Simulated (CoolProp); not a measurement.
Saturated liquid density (kg/m³) of fluorine: the reference equation beside estimates from Tc = -128.7 °C, pc = 5.240 MPa, ω = 0.045. Rackett uses Z = 0.29056 − 0.08775 ω.

Values from CoolProp's reference Helmholtz-energy equation of state, de Reuck 1990.

| T (°C) | reference | Rackett | van der Waals | Redlich-Kwong | Soave-Redlich-Kwong | Peng-Robinson |
|---|---|---|---|---|---|---|
| -161.75 | 1292 | 1313 | 883.0 | 1259 | 1259 | 1427 |
| -159.05 | 1267 | 1287 | 864.6 | 1226 | 1227 | 1390 |
| -156.35 | 1241 | 1261 | 845.4 | 1191 | 1193 | 1352 |
| -153.65 | 1213 | 1232 | 825.1 | 1154 | 1157 | 1311 |
| -150.95 | 1183 | 1203 | … | 1116 | 1119 | 1268 |
| -148.25 | 1152 | 1171 | 780.7 | 1074 | 1078 | 1221 |
| -145.55 | 1118 | 1137 | 756.1 | 1030 | 1035 | 1170 |
| -142.85 | … | 1100 | 729.4 | 982.6 | 987.4 | … |
| -140.15 | 1039 | 1060 | 700.0 | 930.3 | 935.2 | 1054 |
| -137.45 | 990.5 | 1013 | 666.8 | 871.9 | 876.7 | 985.4 |
| -134.75 | … | 957.5 | 628.1 | 804.4 | 808.8 | 905.4 |

Task: Complete the blanks.

Result: 
- -150.95, van der Waals: 803.6
- -142.85, reference: 1080
- -142.85, Peng-Robinson: 1115
- -134.75, reference: 932.3

Absolute difference from the reference over all 11 rows, mean and median: Rackett 1.8 and 1.7 %, van der Waals 32.2 and 32.2 %, Redlich-Kwong 7.3 and 6.8 %, Soave-Redlich-Kwong 7.0 and 6.4 %, Peng-Robinson 5.7 and 6.0 %.
